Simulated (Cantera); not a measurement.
A perfectly stirred reactor is fed with CH4 : CO : O2 : N2 = 1 : 0.45 : 1.39 : 5.23 (molar parts), at 4800 Torr; it is adiabatic with a 725 K inlet, and is followed from long to short residence time, starting on the burning branch (τ in s: 0.44, 0.19, 0.083, 0.036, 0.016, 0.0068, 0.0029, 0.0013, 0.00055, 0.00024, 0.0001, 4.5e-05).

Model: GRI-Mech 3.0 (53 species, 325 reactions), integrated in Cantera.

x: mole fraction; the columns are a selection and need not sum to one.

| τ (s) | T (K) | x CH4 | x CO | x O2 | x CH2 | x CH2CO |
|---|---|---|---|---|---|---|
| 0.44 | 2200 | 2.38e-5 | 0.119 | 5.94e-6 | 4.02e-8 | 3.03e-8 |
| 0.19 | 2200 | [?] | 0.119 | [?] | [?] | [?] |
| 0.083 | 2200 | 0.000107 | 0.119 | 2.55e-5 | 2.04e-7 | 1.62e-7 |
| 0.036 | 2200 | 0.000220 | 0.118 | 5.52e-5 | 4.53e-7 | 3.90e-7 |
| 0.016 | 2200 | 0.000430 | 0.118 | 0.000118 | 9.62e-7 | 9.46e-7 |
| 0.0068 | 2200 | 0.000816 | 0.117 | 0.000261 | 2.05e-6 | 2.43e-6 |
| 0.0029 | 2199 | 0.00141 | 0.116 | 0.000567 | 4.14e-6 | 5.97e-6 |
| 0.0013 | 2196 | 0.00216 | 0.114 | 0.00115 | 7.62e-6 | 1.29e-5 |
| 0.00055 | 2186 | [?] | 0.112 | [?] | [?] | [?] |
| 0.00024 | 2162 | 0.00463 | 0.110 | 0.00497 | 2.23e-5 | 5.44e-5 |
| 0.00010 | 2089 | 0.00801 | 0.110 | 0.0123 | 2.96e-5 | 0.000132 |
| 4.5e-5 | 725 | 0.124 | 0.0558 | 0.172 | <1e-12 | <1e-12 |

**Question.** What belongs in the gaps?

**Answer.** 
- 0.19, x CH4: 5.12e-5
- 0.19, x O2: 1.21e-5
- 0.19, x CH2: 9.15e-8
- 0.19, x CH2CO: 7.00e-8
- 0.00055, x CH4: 0.00319
- 0.00055, x O2: 0.00242
- 0.00055, x CH2: 1.37e-5
- 0.00055, x CH2CO: 2.72e-5
